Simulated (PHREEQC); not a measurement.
Make-up at 25 °C and 500 atm: 58 mmol/kgw LiCl, 3.7 mmol/kgw CaCl2 and 2.1 mmol/kgw KBr. Closed to the air; pH follows from the charge balance.

The numbers come from PHREEQC with the Pitzer model, pitzer.dat.

```yaml
ionic_strength: 0.0712 mol/kgw
specific_conductance: 6800 µS/cm
density: 1.021 g/cm³
osmotic_coefficient: 0.940
```

```tsv
species	molality	activity	log γ
Cl-	0.0654	0.0520	-0.099
Li+	0.0580	0.0481	-0.081
Ca+2	0.00370	0.00157	-0.373
Br-	0.00210	0.00167	-0.099
K+	0.00210	0.00170	-0.091
OH-	1.55e-7	1.17e-7	-0.123
H+	1.55e-7	1.29e-7	-0.080
```

Precipitation was switched off in this run. Under pressure, the constants of complexes without a molar volume in the database are unreliable.
